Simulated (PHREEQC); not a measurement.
Model water analysis in mmol/kgw, 25 °C, pH 6.14, pe 11.9: Na 0.0334; K 0.00146; Ca 0.0282; Mg 0.0361; Cl 0.0455; S(6) 0.0258; Alkalinity (meq/kgw) 0.0645; Ba 0.000993; Cu(2) 3.89e-05.

Valence states are taken as typed.

Model: ion-association model, phreeqc.dat, run in PHREEQC.

```yaml
ionic_strength: 0.000254 mol/kgw
charge_balance_error: 1.2 %
```

| species | molality | activity | log γ |
|---|---|---|---|
| CO2 | 0.000104 | 0.000104 | 0.000 |
| HCO3- | 6.52e-5 | 6.40e-5 | -0.008 |
| Cl- | 4.55e-5 | 4.47e-5 | -0.008 |
| Mg+2 | 3.59e-5 | 3.34e-5 | -0.032 |
| Na+ | 3.34e-5 | 3.28e-5 | -0.008 |
| Ca+2 | 2.81e-5 | 2.61e-5 | -0.032 |
| SO4-2 | 2.55e-5 | 2.37e-5 | -0.032 |
| K+ | 1.46e-6 | 1.43e-6 | -0.008 |
| Ba+2 | 9.82e-7 | 9.12e-7 | -0.032 |
| H+ | 7.38e-7 | 7.24e-7 | -0.008 |
| MgSO4 | 1.85e-7 | 1.85e-7 | 0.000 |
| CaSO4 | 1.10e-7 | 1.10e-7 | 0.000 |
| Cu+2 | 3.52e-8 | 3.27e-8 | -0.032 |

This is a speciation only: nothing precipitates in the calculation. Complexes and solids missing from the database can't appear.
